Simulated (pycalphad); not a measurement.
An equivalent pycalphad script:

```python
from pycalphad import Database, equilibrium, calculate, variables as v
import numpy as np
db = Database('COST507.tdb')
comps = ['SI', 'MG', 'VA']
phases = ['DIAMOND_A4', 'HCP_A3', 'LIQUID', 'MG2SI']
eq = equilibrium(db, comps, phases, {v.X('MG'): 0.0035, v.T: np.arange(1650, 349, -50), v.P: 101325, v.N: 1}, output=['HM', 'SM'])
```

Source of the numbers: pycalphad with the COST 507 light-alloy database (1999); pressure 1 atm. No gas phase is included, though pure Mg would boil below 1650 K. These are 1990s assessments: newer ones move some temperatures and phases. Phase fractions are per mole of atoms. Diffusion is slow at the low end, where real alloys seldom reach equilibrium.

Results at three of the temperatures:

```
T = 1350.00 K, P = 101325 Pa, N = 1 mol of atoms
G = -48613 J/mol, H = 26567 J/mol, S = 55.69 J/(mol K)  (SER reference)
chemical potentials (J/mol): Si -48424, Mg -102440
phase             fraction      x(Si)      x(Mg)
DIAMOND_A4          0.9910     1.0000       none
LIQUID              0.0090     0.6114     0.3886
```

```
T = 1100.00 K, P = 101325 Pa, N = 1 mol of atoms
G = -35397 J/mol, H = 19485 J/mol, S = 49.89 J/(mol K)  (SER reference)
chemical potentials (J/mol): Si -35242, Mg -79429
phase             fraction      x(Si)      x(Mg)
DIAMOND_A4          0.9948     1.0000       none
MG2SI               0.0052     0.3333     0.6667
```

```
T = 900.00 K, P = 101325 Pa, N = 1 mol of atoms
G = -25932 J/mol, H = 14221 J/mol, S = 44.61 J/(mol K)  (SER reference)
chemical potentials (J/mol): Si -25785, Mg -67767
phase             fraction      x(Si)      x(Mg)
DIAMOND_A4          0.9948     1.0000       none
MG2SI               0.0052     0.3333     0.6667
```

Changes of the phase set, refined by bisection:

```csv
T (K),phases above,phases below
1216.7,DIAMOND_A4 + LIQUID,DIAMOND_A4 + MG2SI
```

Database names, with the compositions (at.%) that they take in these runs: MG2SI: Mg 67 Si 33. DIAMOND_A4 is diamond (Si). An entry "none" or "no" means that the model of the phase leaves that element out.
